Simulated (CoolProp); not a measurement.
o-xylene along the isotherm 620 K: fugacity coefficient from the reference equation and from simpler models built on Tc = 630.3 K, pc = 3.737 MPa, ω = 0.312; each cubic takes its own stable root.

The numbers come from the reference Helmholtz-energy equation of state, Zhou 2012 in CoolProp.

```
p (MPa)  phase  reference
-------  -----  ---------
0.208      gas     0.9781
0.415      gas     0.9565
0.623      gas     0.9351
0.831      gas     0.9138
1.04       gas     0.8925
1.25       gas     0.8713
1.45       gas     0.8513
1.66       gas     0.8303
1.87       gas     0.8093
```

### Question
How far does each simpler model (Redlich-Kwong, Peng-Robinson) lie from the reference over these 9 states: mean and median of the absolute difference, and the worst?

### Answer
- Redlich-Kwong: mean 1.1 %, median 1.1 %, worst +2.0 % at 620 K and 1.87 MPa
- Peng-Robinson: mean 0.1 %, median 0.1 %, worst -0.1 % at 620 K and 1.45 MPa
